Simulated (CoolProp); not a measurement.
A closed Brayton cycle with dry air: compressor inlet 311.15 K and 4.9 MPa, high pressure 13.7 MPa, turbine inlet 835 K, compressor efficiency 0.8, turbine efficiency 0.85, recuperator effectiveness 0.8 (on enthalpy, no pinch check). Each further row changes one setting.

Model: reference Helmholtz-energy equation of state, Lemmon 2000, in CoolProp. It is a pseudo-pure fit of the blend.

```tsv
case	thermal efficiency (%)	net work (kJ/kg)	compressor to turbine work	compressor exit (K)	turbine exit (K)
as stated	22.0	53.0	0.72	444.7	665.9
turbine inlet 785 K	18.8	41.5	0.77	444.7	624.4
compressor inlet 321.15 K	20.3	48.3	0.74	458.8	665.9
high pressure 11.6 MPa	22.7	50.8	0.69	420.3	690.6
recuperator effectiveness 0.5	17.0	53.0	0.72	444.7	665.9
```
